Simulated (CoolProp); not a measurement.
R152A along the isobar 3.7 MPa: fugacity coefficient from the reference equation and from simpler models built on Tc = 113.3 °C, pc = 4.517 MPa, ω = 0.275; each cubic takes its own stable root.

Model: reference Helmholtz-energy equation of state, Outcalt 1996, in CoolProp. It is a modified Benedict-Webb-Rubin equation, recast in Helmholtz form.

| T (°C) | phase | reference | van der Waals | Peng-Robinson |
|---|---|---|---|---|
| -16.05 | liquid | ___ | ___ | 0.04139 |
| -6.35 | liquid | 0.05869 | 0.2317 | 0.05972 |
| 3.45 | liquid | ___ | 0.2706 | ___ |
| 13.15 | liquid | 0.1109 | 0.3119 | 0.1134 |
| 22.85 | liquid | 0.1462 | 0.3556 | 0.1497 |
| 32.55 | liquid | 0.1881 | 0.4016 | 0.1929 |
| 42.35 | liquid | 0.2375 | 0.4499 | 0.2438 |
| 52.05 | liquid | 0.2933 | 0.4992 | 0.3011 |
| 61.75 | liquid | 0.3558 | 0.5496 | 0.3650 |

**Question.** Fill in the missing entries.

**Answer.** 
- -16.05, reference: 0.04077
- -16.05, van der Waals: 0.1961
- 3.45, reference: 0.08202
- 3.45, Peng-Robinson: 0.08367
